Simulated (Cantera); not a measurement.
Feed: 1 mol Si, 0.63 mol N2O, 560 mol N2, 0.0037 mol O2, held at 1827 °C and 0.0660 bar.

Cantera equilibrium calculation (NASA polynomials, part measured and part estimated; ideal gas, pure solids and liquids). Candidate condensed phases: Si, SiO2, Si2N2O, Si3N4; 16 gas species. The tables' values for SiN are old estimates; treat these amounts as uncertain. Rates play no part.

Base state: N2 0.998, SiO 0.00113, Si 0.000588, SiN 3.13e-5, Si2N 1.09e-5 (mole fractions); condensed: gas only.

Question: What changes in the equilibrium state with this change: pressure from 0.0660 bar to 1 atm?

Answer: 
| species | before | after |
|---|---|---|
| N2 | 0.998 | 0.999 |
| SiO | 0.00113 | 0.00114 |
| Si | 0.000588 | 9.01e-5 |
| SiN | 3.13e-5 | 1.88e-5 |
| Si2N | 1.09e-5 | 1.54e-5 |
| Si3N4(s), mol | 0 | 0.0944 |
